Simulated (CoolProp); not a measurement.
Properties of the fluoroketone C6F12O (FK-5-1-12) along the isotherm 123.55 °C.

Computed with CoolProp (reference Helmholtz-energy equation of state, McLinden 2015).

```csv
p (bar),phase,density (kg/m³),cp (kJ/(kg K)),isothermal compressibility (1/MPa),fugacity coefficient
0.296,gas,2.860,0.9556,34.07,0.9918
0.56,gas,5.451,0.9576,18.15,0.9845
1.06,gas,10.47,0.9617,9.733,0.9708
2.01,gas,20.45,0.9703,5.298,0.9447
3.82,gas,41.42,0.9914,3.002,0.8953
7.24,gas,92.71,1.071,2.020,0.8015
13.7,liquid,1244,1.249,0.02107,0.4639
26,liquid,1272,1.220,0.01604,0.2684
49.3,liquid,1313,1.190,0.01125,0.1682
93.5,liquid,1366,1.162,0.007363,0.1217
```
